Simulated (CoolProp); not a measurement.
Computed with CoolProp (reference Helmholtz-energy equation of state, Thol 2017).

Question: Give the vapour pressure (bar), liquid density (kg/m³), enthalpy of vaporisation (kJ/kg), liquid cp (kJ/(kg K)) of saturated octamethyltrisiloxane (MDM) at 261.1, 274, 293.3 K.

Answer: 
```csv
T (K),p (bar),liquid density (kg/m³),enthalpy of vaporisation (kJ/kg),liquid cp (kJ/(kg K))
261.1,0.000283,852,219,1.71
274,0.000858,839,214,1.73
293.3,0.00361,820,206,1.77
```
